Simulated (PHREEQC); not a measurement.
A solution holds 0.042 mol ZnSO4, 0.0064 mol NaCl and 0.00055 mol HCl per kg of water, at 25 °C. Closed to the air; pH follows from the charge balance.

Model: ion-association model, wateq4f.dat, run in PHREEQC.

No solid was allowed to form.

Task: Predict the pH, ionic strength.

Result: pH 3.59; ionic strength 0.0988 mol/kgw.

Task: In which forms is Cl present?

Result: Cl- 98 %, ZnCl+ 2.4 % of the Cl.

Complexes and solids missing from the database can't appear.
